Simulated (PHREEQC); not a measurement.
## Cooling-tower water

Synthetic water in mg/L, 25 °C, pH 6.79, pe 1.3:

```json
[
 {"constituent": "Na", "mg/L": "163"},
 {"constituent": "K", "mg/L": "0.162"},
 {"constituent": "Ca", "mg/L": "118"},
 {"constituent": "Mg", "mg/L": "85.4"},
 {"constituent": "Cl", "mg/L": "27.8"},
 {"constituent": "S(6) as SO4", "mg/L": "583"},
 {"constituent": "Alkalinity as HCO3", "mg/L": "439"},
 {"constituent": "Mn(2)", "mg/L": "0.23"},
 {"constituent": "B", "mg/L": "0.365"},
 {"constituent": "F", "mg/L": "0.0389"},
 {"constituent": "Li", "mg/L": "0.0392"},
 {"constituent": "Si as SiO2", "mg/L": "1.18"}
]
```

Na is adjusted to close the charge balance.
Valence states are taken as typed.

Equilibrium calculation in PHREEQC: ion-association model, phreeqc.dat.

The ionic strength is 0.0264 mol/kgw. The specific conductance is 1690 µS/cm.

```json
[
 {"species": "Na+", "molality": "0.00709", "activity": "0.00609", "log γ": "-0.066"},
 {"species": "HCO3-", "molality": "0.00694", "activity": "0.00598", "log γ": "-0.064"},
 {"species": "SO4-2", "molality": "0.00459", "activity": "0.00251", "log γ": "-0.263"},
 {"species": "Mg+2", "molality": "0.00256", "activity": "0.00144", "log γ": "-0.251"},
 {"species": "Ca+2", "molality": "0.00228", "activity": "0.00126", "log γ": "-0.257"},
 {"species": "CO2", "molality": "0.00217", "activity": "0.00218", "log γ": "0.003"},
 {"species": "MgSO4", "molality": "0.000839", "activity": "0.000844", "log γ": "0.003"},
 {"species": "Cl-", "molality": "0.000785", "activity": "0.000670", "log γ": "-0.069"},
 {"species": "CaSO4", "molality": "0.000558", "activity": "0.000561", "log γ": "0.003"},
 {"species": "MgHCO3+", "molality": "0.000118", "activity": "0.000100", "log γ": "-0.068"},
 {"species": "CaHCO3+", "molality": "0.000111", "activity": "9.60e-5", "log γ": "-0.063"},
 {"species": "NaSO4-", "molality": "8.87e-5", "activity": "7.65e-5", "log γ": "-0.064"},
 {"species": "H3BO3", "molality": "3.37e-5", "activity": "3.39e-5", "log γ": "0.003"},
 {"species": "NaHCO3", "molality": "2.03e-5", "activity": "2.05e-5", "log γ": "0.003"},
 {"species": "H4SiO4", "molality": "1.96e-5", "activity": "1.98e-5", "log γ": "0.003"}
]
```

Precipitation was switched off in this run. Complexes and solids missing from the database can't appear. SiF6-2 is the database's only silicon fluoride. Real BF4- forms and hydrolyses slowly; the run takes it at equilibrium.
